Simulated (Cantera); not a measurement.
A Cantera script and what it prints.

```python
import numpy as np
import cantera as ct

gas_names = """
    C CH CH2 CH3 CH2OH CH3O CH4 CH3OH CO CO2 COOH C2 C2H CHCO,ketyl C2H2,acetylene C2H2,vinylidene
    CH2CO,ketene C2H3,vinyl CH3CO,acetyl C2H4 C2H4O,ethylen CH3CHO,ethanal CH3COOH (HCOOH)2 C2H5 C2H6
    CH3OCH3 C2H5OH C2O C3 C3H3,propargyl C3H4,allene C3H4,propyne C3H4,cyclo- C3H5,allyl C3H6,propylene
    C3H6,cyclo- C3H6O C3H7,n-propyl C3H7,i-propyl C3H8 C3H8O,1propanol C3H8O,2propanol C3O2 C4 C4H2
    C4H4,1,3-cyclo- C4H6,butadiene C4H6,2-butyne C4H6,cyclo- C4H8,1-butene C4H8,cis2-buten
    C4H8,tr2-butene C4H8,isobutene C4H8,cyclo- (CH3COOH)2 C4H9,n-butyl C4H9,i-butyl C4H9,s-butyl
    C4H9,t-butyl C4H10,isobutane C4H10,n-butane C5 C5H6,1,3cyclo- C5H8,cyclo- C5H10,1-pentene
    C5H10,cyclo- C5H11,pentyl C5H11,t-pentyl C5H12,n-pentane C5H12,i-pentane CH3C(CH3)2CH3 C6H2
    C6H5,phenyl C6H5O,phenoxy C6H6 C6H5OH,phenol C6H10,cyclo- C6H12,1-hexene C6H12,cyclo- C6H13,n-hexyl
    C7H7,benzyl C7H8 C7H8O,cresol C7H14,1-heptene C7H15,n-heptyl C7H16,n-heptane C8H8,styrene
    C8H10,ethylbenz C8H16,1-octene C8H17,n-octyl C8H18,isooctane C8H18,n-octane C9H19,n-nonyl
    C10H8,naphthale C10H21,n-decyl C12H9,o-bipheny C12H10,bipheny H HCO HO2 H2 HCHO,formaldehy HCOOH H2O
    H2O2 O OH O2 O3 Ti TiO TiO2
""".split()
cond_names = """
    C(gr) C6H6(L) C7H8(L) C8H18(L),n-octa H2O(s) H2O(L) Ti(a) Ti(b) Ti(L) TiC(s) TiC(L) TiO(a) TiO(b)
    TiO(L) TiO2(ru) TiO2(L) Ti2O3(a) Ti2O3(b) Ti2O3(L) Ti3O5(a) Ti3O5(b) Ti3O5(L) Ti4O7(s) Ti4O7(L)
""".split()


def load(file, names, dense=False):
    # The tables refer to 1 bar. Condensed volumes are neglected.
    table = {s.name: s for s in ct.Species.list_from_file(file)}
    out = []
    for n in names:
        d = dict(table[n].input_data)
        d["thermo"] = dict(d["thermo"], **{"reference-pressure": 1e5})
        if dense:
            d["equation-of-state"] = {"model": "constant-volume", "density": "1e6 g/cm^3"}
        out.append(ct.Species.from_dict(d))
    return out


gas = ct.Solution(thermo="ideal-gas", species=load("nasa_gas.yaml", gas_names))
cond = {s.name: ct.Solution(thermo="fixed-stoichiometry", species=[s], name=s.name)
        for s in load("nasa_condensed.yaml", cond_names, dense=True)}
atoms = {
    'Ti(OiPr)4': {'Ti': 1, 'C': 12, 'H': 28, 'O': 4},
    'H2': {'H': 2},
    'C3H8': {'C': 3, 'H': 8},
}
top_T = {'C(gr)': 4500}  # K; cautious upper limits of use, not melting points


def equilibrate(T, P, feed):
    n = {}
    for name, mol in feed.items():
        for a, k in atoms[name].items():
            n[a] = n.get(a, 0.0) + k * mol
    gas.TPX = T, P, n
    mass = sum(n.values()) * gas.mean_molecular_weight
    gas.equilibrate("TP")
    valid = [c for c in cond.values() if c.min_temp <= T <= top_T.get(c.name, c.max_temp)]
    mix = ct.Mixture([(gas, mass / gas.mean_molecular_weight)] + [(c, 0.0) for c in valid])
    mix.T, mix.P = T, P
    mix.equilibrate("TP", solver="vcs", rtol=1e-11, max_steps=5000)
    return mix


results = []
feed = {'Ti(OiPr)4': 1, 'H2': 38, 'C3H8': 1.1}  # mol
P = 24000  # Pa
for T in [1325, 1375, 1425, 1475, 1525, 1575, 1625, 1675, 1725, 1775, 1825, 1875, 1925]:
    mix = equilibrate(T, P, feed)
    results.append((T, P, feed, dict(zip(mix.species_names, mix.species_moles))))

top = {s: max(r[3][s] / sum(r[3][g] for g in gas_names) for r in results) for s in gas_names}
cols = sorted((s for s in top if top[s] > 1e-06), key=lambda s: -top[s])[:6]
seen = [c for c in cond_names if any(r[3].get(c, 0) > 1e-12 for r in results)]
print("log10 of partial pressures in bar; condensed amounts in mol")
print(f"{'T/K':>10s}" + "".join(f"{s[:9]:>10s}" for s in cols + seen))
for T, P, feed, n in results:
    ng = sum(n[g] for g in gas_names)
    print(f"{T:10.4g}" + "".join(f"{np.log10(max(n[s] / ng * P / 1e5, 1e-99)):10.3f}" for s in cols)
          + "".join(f"{n.get(c, 0):10.4g}" for c in seen))
```

It prints:

```
log10 of partial pressures in bar; condensed amounts in mol
       T/K        H2        CO         H       CH4 C2H2,acet       H2O     C(gr)    TiC(s)
      1325    -0.650    -1.799    -6.112    -3.474    -6.720    -4.592     10.22         1
      1375    -0.650    -1.799    -5.790    -3.603    -6.400    -4.786     10.24         1
      1425    -0.650    -1.799    -5.491    -3.724    -6.103    -4.966     10.25         1
      1475    -0.650    -1.799    -5.212    -3.836    -5.826    -5.134     10.26         1
      1525    -0.650    -1.799    -4.951    -3.941    -5.567    -5.291     10.27         1
      1575    -0.650    -1.799    -4.706    -4.040    -5.326    -5.437     10.28         1
      1625    -0.650    -1.799    -4.476    -4.132    -5.099    -5.575     10.28         1
      1675    -0.650    -1.799    -4.260    -4.219    -4.886    -5.704     10.28         1
      1725    -0.650    -1.799    -4.056    -4.300    -4.685    -5.825     10.28         1
      1775    -0.650    -1.799    -3.863    -4.377    -4.496    -5.939     10.27         1
      1825    -0.650    -1.799    -3.681    -4.450    -4.318    -6.047     10.27         1
      1875    -0.650    -1.799    -3.509    -4.518    -4.150    -6.149     10.26         1
      1925    -0.651    -1.799    -3.345    -4.583    -3.990    -6.246     10.24         1
```

Cantera equilibrium calculation (NASA polynomials, part measured and part estimated; ideal gas, pure solids and liquids). The feed counts by its element totals alone. TiC: taken at fixed stoichiometry.
